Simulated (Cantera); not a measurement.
An isothermal, constant-pressure homogeneous reactor starts with 31.6 % CH₄, 38.0 % CO₂, 30.4 % H₂, at 2100 K and 29.0 bar.

Model: GRI-Mech 3.0 (53 species, 325 reactions), integrated in Cantera. The pressure lies above the range GRI-Mech 3.0 was tuned for (to about 10 atm).

x: mole fraction; the columns are a selection and need not sum to one.

| t (s) | x CH₄ | x CO₂ | x H₂ | x C₂H₆ | x CH₂O | x CO |
|---|---|---|---|---|---|---|
| 0.000300 | 0.0255 | 0.0343 | 0.361 | 2.55e-5 | 7.75e-6 | 0.297 |
| 0.000663 | 0.0220 | 0.0272 | 0.400 | 1.80e-5 | 5.30e-6 | 0.327 |
| 0.00147 | 0.0182 | 0.0198 | 0.443 | 1.16e-5 | 3.77e-6 | 0.360 |
| 0.00324 | ___ | ___ | 0.482 | ___ | ___ | 0.388 |
| 0.00717 | 0.00873 | 0.00902 | 0.511 | 2.50e-6 | 2.76e-6 | 0.407 |
| 0.0158 | ___ | ___ | 0.529 | ___ | 2.70e-6 | 0.417 |
| 0.0350 | 0.000988 | 0.00548 | 0.538 | 3.18e-8 | 2.67e-6 | 0.421 |
| 0.0775 | 6.49e-5 | 0.00530 | 0.540 | 1.40e-10 | 2.66e-6 | 0.421 |
| 0.171 | 3.97e-5 | 0.00529 | 0.540 | 5.26e-11 | 2.66e-6 | 0.421 |
| 0.379 | 3.97e-5 | 0.00529 | 0.540 | 5.25e-11 | 2.66e-6 | 0.421 |
| 0.837 | 3.97e-5 | 0.00529 | 0.540 | 5.25e-11 | 2.66e-6 | 0.421 |
| 1.85 | 3.97e-5 | 0.00529 | 0.540 | 5.25e-11 | 2.66e-6 | 0.421 |
| 4.09 | 3.97e-5 | 0.00529 | 0.540 | 5.25e-11 | 2.66e-6 | 0.421 |
| 9.05 | 3.97e-5 | 0.00529 | 0.540 | 5.25e-11 | 2.66e-6 | 0.421 |
| 20.0 | 3.97e-5 | 0.00529 | 0.540 | 5.25e-11 | 2.66e-6 | 0.421 |

Question: Fill in the missing entries.

Answer: 
- 0.00324, x CH₄: 0.0136
- 0.00324, x CO₂: 0.0135
- 0.00324, x C₂H₆: 6.23e-6
- 0.00324, x CH₂O: 3.03e-6
- 0.0158, x CH₄: 0.00422
- 0.0158, x CO₂: 0.00649
- 0.0158, x C₂H₆: 5.77e-7
